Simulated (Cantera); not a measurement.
**Ignition delay**

Mixture: 11.8 % CH₄, 14.8 % O₂, 55.6 % N₂, 17.8 % CO₂, equivalence ratio 1.6, at 1.01 bar, adiabatic and at constant volume. Ignition delay is the time to a rise of 400 K.

Cantera simulation using GRI-Mech 3.0 (53 species, 325 reactions); the numbers are that mechanism's predictions, not measurements.

```csv
T0 (K),delay (ms)
1148,164
1248,39.7
1348,10.8
1448,3.26
1548,1.11
1648,0.434
1748,0.196
1848,0.100
1948,0.0566
2048,0.0344
```

```json
{
 "apparent activation energy between 1848 and 2048 K": "170 kJ/mol"
}
```
